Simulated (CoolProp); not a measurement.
Saturation properties of decamethylcyclopentasiloxane (D5).

The numbers come from the reference Helmholtz-energy equation of state, Thol 2019 in CoolProp.

```csv
T (K),p (kPa),liquid density (kg/m³),vapour density (kg/m³),liquid cp (kJ/(kg K)),surface tension (mN/m)
360.5,___,887.0,0.1654,___,13.5
373.7,2.567,___,0.3081,1.807,12.6
386.8,4.633,858.5,0.5391,1.827,11.7
400,7.961,843.9,0.9000,1.849,10.8
413.1,13.00,829.3,___,1.871,9.90
426.3,20.45,814.2,2.201,___,___
439.4,30.90,798.9,___,1.916,8.23
452.5,45.21,783.2,4.694,1.940,7.43
```

Q: Complete the blanks.

A: 
- 360.5, p (kPa): 1.332
- 360.5, liquid cp (kJ/(kg K)): 1.787
- 373.7, liquid density (kg/m³): 872.8
- 413.1, vapour density (kg/m³): 1.432
- 426.3, liquid cp (kJ/(kg K)): 1.893
- 426.3, surface tension (mN/m): 9.05
- 439.4, vapour density (kg/m³): 3.261

It boils at 484.1 K under 1 atm.

Surface tension comes from a separate correlation (Mulero 2014), older than this fluid's equation and unchecked against measurements.
